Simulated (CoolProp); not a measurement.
Vapour-liquid equilibrium of cyclohexane (1) + toluene (2) at 472.5 K; x and y are mole fractions of (1).

Model: multi-fluid Helmholtz-energy mixture model, Zhou 2014 and Lemmon 2006; pair parameters Bell 2016, in CoolProp.

| x | bubble pressure (bar) | y at the bubble point | dew pressure at overall composition x (bar) | liquid density (mol/L) |
|---|---|---|---|---|
| 0.05 | 7.807 | 0.088 | 7.633 | 7.321 |
| 0.15 | 8.554 | 0.239 | 8.099 | 7.265 |
| 0.25 | 9.254 | (withheld) | 8.610 | 7.210 |
| 0.35 | 9.910 | 0.473 | (withheld) | 7.156 |
| 0.45 | (withheld) | 0.568 | 9.768 | (withheld) |
| 0.55 | 11.10 | 0.654 | 10.41 | 7.053 |
| 0.65 | (withheld) | 0.734 | 11.08 | 7.005 |
| 0.75 | 12.16 | 0.811 | 11.75 | (withheld) |
| 0.85 | 12.65 | 0.886 | 12.42 | 6.919 |
| 0.95 | 13.10 | 0.962 | 13.03 | 6.884 |

Q: Complete the blanks.

A: 
- 0.25, y at the bubble point: 0.365
- 0.35, dew pressure at overall composition x (bar): 9.167
- 0.45, bubble pressure (bar): 10.53
- 0.45, liquid density (mol/L): 7.103
- 0.65, bubble pressure (bar): 11.65
- 0.75, liquid density (mol/L): 6.960

No azeotrope shows between x = 0.05 and 0.95.

Pair parameters are fitted to limited data, so mixtures are less certain than the pure fluids.
